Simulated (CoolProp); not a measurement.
The numbers come from the reference Helmholtz-energy equation of state, Lemmon 2013 in CoolProp.

**Question.** For propylene, give the phase and the cp (kJ/(kg K)), Joule-Thomson coefficient (K/MPa) at 41.65 °C and 3.58 MPa; 65.95 °C and 0.0158 MPa.

**Answer.** 
- 41.65 °C and 3.58 MPa: liquid; cp 2.79, Joule-Thomson coefficient 0.201
- 65.95 °C and 0.0158 MPa: gas; cp 1.69, Joule-Thomson coefficient 11.6
